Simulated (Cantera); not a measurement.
**Chemical vapour transport: B + Cl2 + H2**

Charge: 1 mol B, 0.38 mol Cl2, 0.11 mol H2, at 1050 K and 0.100 bar.

These are equilibrium values from Cantera (NASA tables, ideal gas, pure condensed phases), not measurements of a reactor. Candidate condensed phases: B; 13 gas species. Gases not in the tables: BHCl2. Kinetics and transport are ignored.

| Item | Result |
|---|---|
| x(BCl3) | 0.650 |
| x(H2) | 0.244 |
| x(HCl) | 0.106 |
| x(BCl2) | 6.47e-6 |
| n(B(s)) | 0.760 mol |
| gas amount | 0.3699 mol |
